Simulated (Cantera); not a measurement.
Charge: 1 mol TiO2, 10 mol HCl, 2.2 mol H2, at 1350 °C and 23.3 Torr.

Cantera equilibrium calculation (NASA polynomials, part measured and part estimated; ideal gas, pure solids and liquids). Candidate condensed phases: H2O, Ti, TiCl2, TiCl3, TiCl4, TiO, TiO2, Ti2O3, Ti3O5, Ti4O7; 23 gas species. Mutual solubility and eutectic melting of coexisting phases are not modelled. Condensed phases not in the tables: Magnéli phases beyond Ti4O7. The numbers say what is thermodynamically allowed, not how fast it happens.

Base state: HCl 0.816, H2 0.175, H2O 0.00652, Cl 0.000604, TiCl3 0.000543, TiCl4 0.000272, H 0.000165 (mole fractions); condensed: TiO2(rutile) + Ti4O7(s).

**Question.** What changes in the equilibrium state with this change: temperature from 1350 °C to 1477 °C?

**Answer.** 
```tsv
species	before	after
HCl	0.816	0.815
H2	0.175	0.168
H2O	0.00652	0.0133
Cl	0.000604	0.00203
TiCl3	0.000543	0.000328
H	0.000165	0.000542
TiCl4	0.000272	8.59e-5
TiOCl2	8.03e-6	2.22e-5
TiO2(rutile), mol	0.752	0.388
Ti4O7(s), mol	0.0595	0.152
```
